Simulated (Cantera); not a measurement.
An isothermal, constant-pressure homogeneous reactor starts with 8.16 % H2, 14.6 % O2, 77.3 % N2, equivalence ratio 0.28, at 1100 K and 0.276 atm.

Model: the H2/O2 subset of GRI-Mech 3.0, which has no nitrogen chemistry, integrated in Cantera. The temperature is held fixed by assumption; the heat of reaction is taken as removed at once.

x: mole fraction; the columns are a selection and need not sum to one.

```json
[
 {"t (s)": "0.000500", "x H2": "0.0114", "x O2": "0.113", "x O": "…", "x HO2": "2.51e-5", "x H2O2": "2.28e-6", "x H2O": "0.0621", "x OH": "0.00254"},
 {"t (s)": "0.00119", "x H2": "0.000856", "x O2": "0.109", "x O": "…", "x HO2": "1.72e-5", "x H2O2": "1.99e-6", "x H2O": "0.0838", "x OH": "0.000491"},
 {"t (s)": "0.00284", "x H2": "0.000149", "x O2": "0.109", "x O": "…", "x HO2": "6.15e-6", "x H2O2": "9.09e-7", "x H2O": "0.0849", "x OH": "0.000143"},
 {"t (s)": "0.00677", "x H2": "2.96e-5", "x O2": "0.109", "x O": "…", "x HO2": "1.73e-6", "x H2O2": "3.56e-7", "x H2O": "0.0850", "x OH": "6.29e-5"},
 {"t (s)": "0.0161", "x H2": "5.07e-6", "x O2": "0.109", "x O": "…", "x HO2": "4.27e-7", "x H2O2": "1.28e-7", "x H2O": "0.0851", "x OH": "3.11e-5"},
 {"t (s)": "0.0384", "x H2": "7.57e-7", "x O2": "0.109", "x O": "…", "x HO2": "1.09e-7", "x H2O2": "4.48e-8", "x H2O": "0.0851", "x OH": "1.63e-5"},
 {"t (s)": "0.0916", "x H2": "1.31e-7", "x O2": "0.109", "x O": "…", "x HO2": "3.32e-8", "x H2O2": "1.63e-8", "x H2O": "0.0851", "x OH": "9.14e-6"},
 {"t (s)": "0.218", "x H2": "3.52e-8", "x O2": "0.109", "x O": "…", "x HO2": "1.18e-8", "x H2O2": "6.30e-9", "x H2O": "0.0851", "x OH": "5.44e-6"},
 {"t (s)": "0.520", "x H2": "1.22e-8", "x O2": "0.109", "x O": "…", "x HO2": "4.79e-9", "x H2O2": "2.55e-9", "x H2O": "0.0851", "x OH": "3.37e-6"},
 {"t (s)": "1.24", "x H2": "4.71e-9", "x O2": "0.109", "x O": "…", "x HO2": "2.31e-9", "x H2O2": "1.07e-9", "x H2O": "0.0851", "x OH": "2.14e-6"},
 {"t (s)": "2.96", "x H2": "1.96e-9", "x O2": "0.109", "x O": "…", "x HO2": "1.54e-9", "x H2O2": "4.61e-10", "x H2O": "0.0851", "x OH": "1.39e-6"},
 {"t (s)": "7.04", "x H2": "9.67e-10", "x O2": "0.109", "x O": "…", "x HO2": "1.48e-9", "x H2O2": "2.22e-10", "x H2O": "0.0851", "x OH": "9.53e-7"},
 {"t (s)": "16.8", "x H2": "6.81e-10", "x O2": "0.109", "x O": "…", "x HO2": "1.61e-9", "x H2O2": "1.45e-10", "x H2O": "0.0851", "x OH": "7.65e-7"},
 {"t (s)": "40.0", "x H2": "6.45e-10", "x O2": "0.109", "x O": "1.57e-9", "x HO2": "1.64e-9", "x H2O2": "1.35e-10", "x H2O": "0.0851", "x OH": "7.35e-7"}
]
```

Problem. What belongs in the gaps?

Solution. 
- 0.000500, x O: 0.00646
- 0.00119, x O: 0.000565
- 0.00284, x O: 6.86e-5
- 0.00677, x O: 1.27e-5
- 0.0161, x O: 2.84e-6
- 0.0384, x O: 7.54e-7
- 0.0916, x O: 2.37e-7
- 0.218, x O: 8.46e-8
- 0.520, x O: 3.26e-8
- 1.24, x O: 1.32e-8
- 2.96, x O: 5.57e-9
- 7.04, x O: 2.63e-9
- 16.8, x O: 1.70e-9
